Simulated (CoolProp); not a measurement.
Nitrogen along the isotherm 144.5 K: fugacity coefficient from the reference equation and from simpler models built on Tc = 126.2 K, pc = 3.396 MPa, ω = 0.037; each cubic takes its own stable root.

Computed with CoolProp (reference Helmholtz-energy equation of state, Span 2000).

| p (MPa) | phase | reference |
|---|---|---|
| 0.131 | gas | 0.9915 |
| 0.261 | gas | 0.9832 |
| 0.392 | gas | 0.9748 |
| 0.522 | gas | 0.9665 |
| 0.653 | gas | 0.9582 |
| 0.784 | gas | 0.9499 |
| 0.914 | gas | 0.9417 |
| 1.04 | gas | 0.9337 |
| 1.18 | gas | 0.9250 |
| 1.31 | gas | 0.9169 |
| 1.44 | gas | 0.9088 |
| 1.57 | gas | 0.9007 |
| 1.7 | gas | 0.8927 |

How far does each simpler model (van der Waals, Redlich-Kwong) lie from the reference over these 13 states: mean and median of the absolute difference, and the worst?


- van der Waals: mean 0.2 %, median 0.2 %, worst +0.2 % at 144.5 K and 1.7 MPa
- Redlich-Kwong: mean 0.2 %, median 0.2 %, worst -0.4 % at 144.5 K and 1.7 MPa
